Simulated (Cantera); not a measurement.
CO + H2O + N2 (carbon deposition, reforming and gasification)

Feed: 1 mol CO, 0.19 mol H2O, 0.36 mol N2, held at 2348.15 K and 0.000390 bar.

Method: chemical equilibrium by Gibbs-energy minimisation in Cantera with the NASA 1993 tables (ideal gas, pure condensed phases). Candidate condensed phases: C, C6H6, C7H8, C8H18, H2O; 136 gas species. Kinetics and transport are ignored.

```yaml
x(CO): 0.538
x(N2): 0.210
x(H): 0.113
x(CO2): 0.0487
x(H2): 0.0327
x(O): 0.0238
x(H2O): 0.0171
x(OH): 0.0101
x(O2): 0.00515
gas_amount: 1.706 mol
log10 activity of C(graphite) (absent): -7.84
```
